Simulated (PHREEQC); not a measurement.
Dissolve 7 mmol/kgw NaHF2 and 0.25 mmol/kgw H2SiF6 at 25 °C. Closed to the air; pH follows from the charge balance.

All values are PHREEQC results (ion-association model, phreeqc.dat), not measurements.

Precipitation was switched off in this run.

What pH, ionic strength does the model give?

pH 3.16; ionic strength 0.00797 mol/kgw.

In which forms is F present?

F- 45 %, HF 42 %, SiF6-2 9.7 %, HF2- 2.3 % of the F.

Complexes and solids missing from the database can't appear. SiF6-2 is the database's only silicon fluoride.
